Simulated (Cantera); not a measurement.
NO annealing gas

An isothermal, constant-pressure homogeneous reactor starts with NO : N2 = 1 : 5.7 (molar parts), at 1748 K and 0.460 bar.

Cantera simulation using GRI-Mech 3.0 (53 species, 325 reactions); the numbers are that mechanism's predictions, not measurements.

```csv
t (s),x NO,x N2,x N2O,x NO2,x O,x O2
2.00e-5,0.149,0.851,2.93e-8,1.21e-9,2.82e-8,7.40e-12
5.97e-5,0.149,0.851,8.72e-8,1.01e-8,7.79e-8,6.28e-11
0.000178,0.149,0.851,2.58e-7,7.59e-8,1.89e-7,4.94e-10
0.000532,0.149,0.851,7.47e-7,4.45e-7,3.67e-7,3.51e-9
0.00159,0.149,0.851,2.05e-6,1.90e-6,6.85e-7,2.72e-8
0.00474,0.149,0.851,4.83e-6,6.94e-6,1.64e-6,3.53e-7
0.0141,0.149,0.851,8.05e-6,1.90e-5,3.74e-6,6.15e-6
0.0422,0.149,0.851,8.88e-6,2.43e-5,4.62e-6,4.68e-5
0.126,0.149,0.851,8.85e-6,2.52e-5,4.79e-6,0.000179
0.376,0.148,0.851,8.75e-6,2.77e-5,5.26e-6,0.000571
1.12,0.146,0.853,8.46e-6,3.39e-5,6.44e-6,0.00174
3.35,0.139,0.856,7.67e-6,4.60e-5,9.01e-6,0.00511
10.0,0.121,0.865,5.77e-6,6.16e-5,1.36e-5,0.0141
```
x: mole fraction; the columns are a selection and need not sum to one.

Equilibrium at this temperature and pressure: NO 0.00223, N2 0.924, N2O 9.49e-8, NO2 2.51e-6, O 2.95e-5, O2 0.0735 (gas phase only).
